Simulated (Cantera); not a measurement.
Feed: 1 mol HF, 0.24 mol SO2, 3.4 mol N2, equilibrated at 2250 Torr.

Method: chemical equilibrium by Gibbs-energy minimisation in Cantera with the NASA 1993 tables (ideal gas, pure condensed phases). Candidate condensed phases: H2O, H2SO4, S; 62 gas species. Equilibrium is a limit: real reactors are often held back by kinetics, nucleation or transport.

log p: log10 of the partial pressure in bar; nothing condenses.

| T (K) | log p N2 | log p HF | log p SO2 | log p SO | log p F | log p O | log p NO |
|---|---|---|---|---|---|---|---|
| 2173 | 0.34 | -0.19 | -0.82 | -2.48 | -3.13 | -4.18 | -2.90 |
| 2323 | 0.34 | -0.19 | -0.83 | -2.18 | -2.82 | -3.63 | -2.61 |
| 2473 | 0.34 | -0.19 | -0.85 | (withheld) | (withheld) | (withheld) | (withheld) |
| 2623 | 0.34 | -0.19 | -0.88 | -1.69 | -2.29 | -2.73 | -2.13 |
| 2773 | 0.34 | -0.20 | -0.92 | -1.51 | -2.06 | -2.36 | -1.94 |
| 2923 | 0.33 | -0.20 | -0.98 | -1.35 | -1.85 | -2.04 | -1.78 |
| 3073 | 0.33 | -0.21 | -1.08 | -1.24 | -1.65 | -1.76 | -1.64 |
| 3223 | 0.33 | -0.23 | (withheld) | -1.16 | (withheld) | (withheld) | (withheld) |
| 3373 | 0.32 | -0.24 | -1.36 | -1.12 | -1.31 | -1.32 | -1.46 |

Task: Fill in the missing entries.

Result: 
- 3223, log p SO2: -1.20
- 3223, log p F: -1.47
- 3223, log p O: -1.52
- 3223, log p NO: -1.54
- 2473, log p SO: -1.92
- 2473, log p F: -2.54
- 2473, log p O: -3.15
- 2473, log p NO: -2.35
